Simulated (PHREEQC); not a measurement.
Dissolve 5.4 mmol/kgw NaOH, 0.45 mmol/kgw H4SiO4 and 0.18 mmol/kgw K3PO4 at 20 °C. Closed to the air; pH follows from the charge balance.

Model: ion-association model, phreeqc.dat, run in PHREEQC.

Problem. The ionic strength comes out as 0.00624 mol/kgw. What activity coefficients do HPO4-2, K+, PO4-3, Na+, H3SiO4- get?

Solution. HPO4-2 0.72, K+ 0.92, PO4-3 0.47, Na+ 0.92, H3SiO4- 0.92.

This is a speciation only: nothing precipitates in the calculation.
